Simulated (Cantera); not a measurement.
## Hydrocarbon pyrolysis for carbon deposition

A perfectly stirred reactor is fed with 14.1 % C2H6, 85.9 % H2, at 0.160 bar; it is held at 1448 K, and followed from long to short residence time.

Model: GRI-Mech 3.0 (53 species, 325 reactions), integrated in Cantera. GRI-Mech 3.0 stops at C3 and has no aromatics, soot or wall deposition, so with more carbon than oxygen in the feed, carbon stays in small species such as C2H2 where larger ones or solid carbon would form.

```json
[
 {"τ (s)": "23", "x C2H6": "2.60e-5", "x H2": "0.853", "x CH2": "8.80e-10", "x C2H2": "0.0816", "x CH4": "0.0597"},
 {"τ (s)": "7.6", "x C2H6": "5.01e-5", "x H2": "0.853", "x CH2": "1.36e-9", "x C2H2": "0.0816", "x CH4": "0.0591"},
 {"τ (s)": "2.5", "x C2H6": "0.000103", "x H2": "0.855", "x CH2": "2.41e-9", "x C2H2": "0.0821", "x CH4": "0.0562"},
 {"τ (s)": "0.82", "x C2H6": "0.000219", "x H2": "0.856", "x CH2": "4.59e-9", "x C2H2": "0.0818", "x CH4": "0.0541"},
 {"τ (s)": "0.27", "x C2H6": "0.000480", "x H2": "0.855", "x CH2": "8.98e-9", "x C2H2": "0.0791", "x CH4": "0.0550"},
 {"τ (s)": "0.088", "x C2H6": "0.00110", "x H2": "0.852", "x CH2": "1.76e-8", "x C2H2": "0.0727", "x CH4": "0.0590"},
 {"τ (s)": "0.029", "x C2H6": "0.00257", "x H2": "0.847", "x CH2": "3.37e-8", "x C2H2": "0.0612", "x CH4": "0.0651"},
 {"τ (s)": "0.0095", "x C2H6": "0.00613", "x H2": "0.841", "x CH2": "6.34e-8", "x C2H2": "0.0442", "x CH4": "0.0713"},
 {"τ (s)": "0.0031", "x C2H6": "0.0147", "x H2": "0.836", "x CH2": "1.18e-7", "x C2H2": "0.0250", "x CH4": "0.0736"},
 {"τ (s)": "0.0010", "x C2H6": "0.0346", "x H2": "0.836", "x CH2": "2.06e-7", "x C2H2": "0.00996", "x CH4": "0.0648"}
]
```
x: mole fraction; the columns are a selection and need not sum to one.
